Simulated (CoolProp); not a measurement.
Vapour-liquid equilibrium of n-hexane (1) + ethylbenzene (2) at 388.3 K; x and y are mole fractions of (1).

Computed with CoolProp (multi-fluid Helmholtz-energy mixture model, Thol 2019 and Zhou 2012; pair parameters Bell 2016).

```tsv
x	bubble pressure (bar)	y at the bubble point	dew pressure at overall composition x (bar)	liquid density (mol/L)
0.05	0.7541	0.292	0.5821	7.320
0.2	1.287	0.636	0.6782	7.215
0.35	?	0.771	0.8116	7.104
0.5	2.177	0.849	?	6.987
0.65	2.584	0.903	1.324	6.863
0.8	2.993	0.948	1.892	6.733
0.95	3.422	?	3.017	6.594
```

Task: Complete the blanks.

Result: 
- 0.35, bubble pressure (bar): 1.753
- 0.5, dew pressure at overall composition x (bar): 1.008
- 0.95, y at the bubble point: 0.987

No azeotrope shows between x = 0.05 and 0.95.

The pair parameters rest on a limited set of measurements; away from them the model extrapolates.
